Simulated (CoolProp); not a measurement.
Properties of octamethylcyclotetrasiloxane (D4) along the isotherm 620 K (Tc = 586.5 K, pc = 13.47 bar, ω = 0.598).

Model: reference Helmholtz-energy equation of state, Thol 2015, in CoolProp.

```json
[
 {"p (bar)": "0.0639", "phase": "gas", "Z": "0.9987", "cp (kJ/(kg K))": "2.039", "cv (kJ/(kg K))": "2.011", "isothermal compressibility (1/MPa)": "156.7", "expansivity (1/kK)": "1.621", "fugacity coefficient": "0.9987"},
 {"p (bar)": "0.145", "phase": "gas", "Z": "0.9969", "cp (kJ/(kg K))": "2.039", "cv (kJ/(kg K))": "2.011", "isothermal compressibility (1/MPa)": "69.18", "expansivity (1/kK)": "1.632", "fugacity coefficient": "0.9969"},
 {"p (bar)": "0.331", "phase": "gas", "Z": "0.9930", "cp (kJ/(kg K))": "2.040", "cv (kJ/(kg K))": "2.011", "isothermal compressibility (1/MPa)": "30.43", "expansivity (1/kK)": "1.658", "fugacity coefficient": "0.9930"},
 {"p (bar)": "0.753", "phase": "gas", "Z": "0.9840", "cp (kJ/(kg K))": "2.043", "cv (kJ/(kg K))": "2.012", "isothermal compressibility (1/MPa)": "13.50", "expansivity (1/kK)": "1.717", "fugacity coefficient": "0.9842"},
 {"p (bar)": "1.71", "phase": "gas", "Z": "…", "cp (kJ/(kg K))": "2.049", "cv (kJ/(kg K))": "2.014", "isothermal compressibility (1/MPa)": "6.077", "expansivity (1/kK)": "1.864", "fugacity coefficient": "0.9642"},
 {"p (bar)": "3.9", "phase": "gas", "Z": "0.9134", "cp (kJ/(kg K))": "2.066", "cv (kJ/(kg K))": "…", "isothermal compressibility (1/MPa)": "2.821", "expansivity (1/kK)": "2.273", "fugacity coefficient": "0.9191"},
 {"p (bar)": "8.88", "phase": "gas", "Z": "0.7869", "cp (kJ/(kg K))": "2.132", "cv (kJ/(kg K))": "2.035", "isothermal compressibility (1/MPa)": "1.478", "expansivity (1/kK)": "3.876", "fugacity coefficient": "0.8194"},
 {"p (bar)": "20.2", "phase": "supercritical", "Z": "0.3946", "cp (kJ/(kg K))": "3.073", "cv (kJ/(kg K))": "2.092", "isothermal compressibility (1/MPa)": "1.164", "expansivity (1/kK)": "…", "fugacity coefficient": "0.6033"}
]
```

Task: Complete the blanks.

Result: 
- 1.71, Z: 0.9632
- 3.9, cv (kJ/(kg K)): 2.020
- 20.2, expansivity (1/kK): 23.29
